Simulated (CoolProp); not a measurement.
Saturation properties of carbonyl sulfide (Tc = 105.6 °C, pc = 63.69 bar, ω = 0.098).

Computed with CoolProp (reference Helmholtz-energy equation of state, Lemmon 2006). It is a short technical equation, of lower accuracy than the large ones.

```
T (°C)  p (bar)  liquid density (kg/m³)  vapour density (kg/m³)  enthalpy of vaporisation (kJ/kg)
------  -------  ----------------------  ----------------------  --------------------------------
8.85      8.387                    1035                   24.51                             262.0
15.25     9.979                    1018                   29.03                             255.6
21.65     11.78                  1000.0                   34.21                             248.8
28.05     13.81                   981.3                   40.11                             241.6
34.45     16.08                   961.8                   46.85                             234.0
40.85     18.61                   941.4                   54.54                             225.8
47.25     21.42                   919.9                   63.34                             217.0
53.65     24.51                   897.0                   73.46                             207.5
60.05     27.93                   872.7                   85.15                             197.2
66.45     31.67                   846.4                   98.80                             185.9
```

It boils at -50.2 °C under 1 atm.
